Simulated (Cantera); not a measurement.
# Low-pressure radical oxidation in H2/O2

An isothermal, constant-pressure homogeneous reactor starts with H₂ : O₂ : N₂ = 0.039 : 1 : 0.0028 (molar parts), equivalence ratio 0.019, at 1448 K and 9.00 Torr.

Computed with Cantera and GRI-Mech 3.0 (53 species, 325 reactions). Radical loss at walls, strong at low pressure, is not modelled. The temperature is held fixed by assumption; the heat of reaction is taken as removed at once.

```json
[
 {"t (s)": "0.000200", "x H₂": "0.0374", "x O₂": "0.960", "x HO₂": "2.87e-7", "x OH": "5.34e-7", "x O": "6.06e-7"},
 {"t (s)": "0.000843", "x H₂": "0.0368", "x O₂": "0.959", "x HO₂": "1.18e-6", "x OH": "0.000309", "x O": "0.000360"},
 {"t (s)": "0.00356", "x H₂": "0.000489", "x O₂": "0.927", "x HO₂": "1.12e-6", "x OH": "0.00506", "x O": "0.0291"},
 {"t (s)": "0.0150", "x H₂": "0.000458", "x O₂": "0.929", "x HO₂": "1.09e-6", "x OH": "0.00491", "x O": "0.0271"},
 {"t (s)": "0.0632", "x H₂": "0.000354", "x O₂": "0.936", "x HO₂": "9.85e-7", "x OH": "0.00433", "x O": "0.0204"},
 {"t (s)": "0.267", "x H₂": "0.000146", "x O₂": "0.950", "x HO₂": "6.40e-7", "x OH": "0.00280", "x O": "0.00809"},
 {"t (s)": "1.12", "x H₂": "2.17e-5", "x O₂": "0.957", "x HO₂": "1.96e-7", "x OH": "0.00109", "x O": "0.00117"},
 {"t (s)": "4.74", "x H₂": "2.10e-6", "x O₂": "0.959", "x HO₂": "6.03e-8", "x OH": "0.000338", "x O": "0.000112"},
 {"t (s)": "20.0", "x H₂": "3.87e-7", "x O₂": "0.959", "x HO₂": "7.93e-8", "x OH": "0.000145", "x O": "2.07e-5"}
]
```
x: mole fraction; the columns are a selection and need not sum to one.

Equilibrium at this temperature and pressure: H₂ 3.29e-7, O₂ 0.959, HO₂ 8.43e-8, OH 0.000134, O 1.75e-5 (gas phase only).
